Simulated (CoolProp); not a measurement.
Carbon dioxide along the isobar 41 MPa: Z from the reference equation and from simpler models built on Tc = 304.1 K, pc = 7.377 MPa, ω = 0.224; each cubic takes its own stable root.

Values from CoolProp's reference Helmholtz-energy equation of state, Span 1996.

```json
[
 {"T (K)": "280.5", "phase": "liquid", "reference": "0.7286"},
 {"T (K)": "297.6", "phase": "liquid", "reference": "0.7226"},
 {"T (K)": "314.8", "phase": "supercritical", "reference": "0.7221"},
 {"T (K)": "332", "phase": "supercritical", "reference": "0.7273"},
 {"T (K)": "349.2", "phase": "supercritical", "reference": "0.7379"},
 {"T (K)": "366.4", "phase": "supercritical", "reference": "0.7538"},
 {"T (K)": "383.6", "phase": "supercritical", "reference": "0.7743"},
 {"T (K)": "400.8", "phase": "supercritical", "reference": "0.7982"},
 {"T (K)": "418", "phase": "supercritical", "reference": "0.8241"},
 {"T (K)": "435.2", "phase": "supercritical", "reference": "0.8506"},
 {"T (K)": "452.3", "phase": "supercritical", "reference": "0.8763"},
 {"T (K)": "469.5", "phase": "supercritical", "reference": "0.9009"},
 {"T (K)": "486.7", "phase": "supercritical", "reference": "0.9235"}
]
```

How far does each simpler model (van der Waals, Peng-Robinson) lie from the reference over these 13 states: mean and median of the absolute difference, and the worst?


- van der Waals: mean 18.9 %, median 17.7 %, worst +41.6 % at 280.5 K and 41 MPa
- Peng-Robinson: mean 2.0 %, median 1.5 %, worst -5.0 % at 280.5 K and 41 MPa
